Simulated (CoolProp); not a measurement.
Nitrous oxide along the isobar 57.1 bar: Z from the reference equation and from simpler models built on Tc = 309.5 K, pc = 72.45 bar, ω = 0.161; each cubic takes its own stable root.

Model: reference Helmholtz-energy equation of state, Lemmon 2006, in CoolProp. It is a short technical equation, of lower accuracy than the large ones.

```csv
T (K),phase,reference,Pitzer virial,van der Waals,Redlich-Kwong,Soave-Redlich-Kwong,Peng-Robinson
308.4,gas,0.6290,0.7254,0.6758,0.6401,0.6394,0.6133
322.1,gas,0.7063,0.7622,0.7276,0.7079,0.7136,0.6886
335.8,gas,0.7576,0.7932,0.7656,0.7549,0.7644,0.7403
349.5,gas,0.7957,0.8194,0.7953,0.7906,0.8027,0.7795
363.1,gas,0.8254,0.8417,0.8193,0.8188,0.8326,0.8103
376.8,gas,0.8495,0.8609,0.8394,0.8419,0.8572,0.8358
390.5,gas,0.8695,0.8776,___,0.8612,0.8775,0.8569
404.2,gas,___,0.8920,0.8710,0.8774,0.8946,0.8748
417.9,gas,0.9005,0.9046,0.8836,0.8913,___,0.8901
431.6,gas,0.9127,0.9156,0.8946,0.9032,0.9216,0.9032
445.3,gas,0.9232,0.9253,0.9043,0.9136,0.9323,0.9147
458.9,gas,0.9323,0.9338,0.9128,0.9226,0.9416,0.9246
472.6,gas,0.9404,0.9413,0.9204,0.9306,0.9498,0.9334
486.3,gas,0.9475,0.9481,0.9273,0.9376,0.9569,0.9411
500,gas,0.9538,0.9540,0.9334,0.9439,0.9632,0.9480
```

Problem. Complete the blanks.

Solution. 
- 390.5, van der Waals: 0.8564
- 404.2, reference: 0.8862
- 417.9, Soave-Redlich-Kwong: 0.9091
